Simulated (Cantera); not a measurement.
A closed system holds: 1 mol Si, 0.01 mol O2, 140 mol H2, held at 1 atm.

Cantera equilibrium calculation (NASA polynomials, part measured and part estimated; ideal gas, pure solids and liquids). Candidate condensed phases: H2O, Si, SiO2; 18 gas species. Gases not in the tables: Si2H6 and higher silanes. Rates play no part.

At 1823 K, list the 4 most abundant gas species with their mole fractions, and the condensed phases.

H2 0.999, H 0.000430, SiO 0.000143, SiH2 3.51e-5. Condensed: Si(l).
